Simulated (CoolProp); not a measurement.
R507A at 340.37 K and 1.26 MPa flows at 0.25 m/s in a round tube of 50 mm bore and 0.25 µm roughness, fully developed (64/Re and Nu = 3.66 if laminar; Colebrook and Gnielinski if turbulent). Each further row changes one setting.

Computed with CoolProp (reference Helmholtz-energy equation of state, Lemmon 2003). It is a pseudo-pure fit of the blend.

| case | Reynolds number | Darcy friction factor | pressure drop (Pa/m) | heat-transfer coefficient (W/(m² K)) | mass flow (kg/h) |
|---|---|---|---|---|---|
| as stated | 44200 | 0.0215 | 0.687 | 38.2 | 90.4 |
| velocity 0.5 m/s | 88500 | 0.0185 | 2.36 | 66.1 | 181 |
| diameter 100 mm | 88500 | 0.0185 | 0.295 | 33.0 | 362 |

Viscosity comes from a separate model (Geller 2000). Thermal conductivity comes from a separate model (Geller 2001).
